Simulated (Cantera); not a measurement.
Charge: 1 mol Si, 0.016 mol O₂, 410 mol N₂, at 1.33 mbar.

Method: chemical equilibrium by Gibbs-energy minimisation in Cantera with the NASA 1993 tables (ideal gas, pure condensed phases). Candidate condensed phases: Si, SiO₂, Si₂N₂O, Si₃N₄; 16 gas species. Equilibrium is a limit: real reactors are often held back by kinetics, nucleation or transport.

**Question.** What share of the Si ends up in condensed phases as a function of T (K), at 1598, 1623, 1648, 1673, 1698, 1723, 1748, 1773?

**Answer.** 
| T (K) | Si condensed (%) | as |
|---|---|---|
| 1598 | 95.7 | Si₃N₄(s) |
| 1623 | 94.3 | Si₃N₄(s) |
| 1648 | 91.4 | Si₃N₄(s) |
| 1673 | 85.1 | Si₃N₄(s) |
| 1698 | 74.3 | Si(l) |
| 1723 | 63.3 | Si(l) |
| 1748 | 47.6 | Si(l) |
| 1773 | 25.2 | Si(l) |
